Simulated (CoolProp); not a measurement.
R1336mzz(E) along the isobar 2470 kPa: density (kg/m³) from the reference equation and from simpler models built on Tc = 403.5 K, pc = 2779 kPa, ω = 0.413; each cubic takes its own stable root.

Values from CoolProp's reference Helmholtz-energy equation of state, Akasaka 2023.

| T (K) | phase | reference | van der Waals | Peng-Robinson |
|---|---|---|---|---|
| 234.4 | liquid | 1501 | 863.1 | 1487 |
| 250.4 | liquid | 1462 | 842.6 | 1452 |
| 266.3 | liquid | 1422 | 820.9 | 1414 |
| 282.3 | liquid | 1380 | ___ | 1371 |
| 298.3 | liquid | 1335 | 772.5 | 1323 |
| 314.2 | liquid | 1286 | 745.1 | 1268 |
| 330.2 | liquid | 1232 | 714.4 | 1205 |
| 346.2 | liquid | 1171 | 679.2 | 1131 |
| 362.1 | liquid | 1098 | 636.9 | 1041 |
| 378.1 | liquid | 1005 | 580.2 | ___ |
| 394 | liquid | 853.0 | 231.3 | ___ |
| 410 | gas | 197.8 | 186.6 | 201.0 |

Question: What belongs in the gaps?

Answer: 
- 282.3, van der Waals: 797.7
- 378.1, Peng-Robinson: 923.5
- 394, Peng-Robinson: 731.6

At some of these states van der Waals gives the other phase, because its saturation line lies elsewhere.
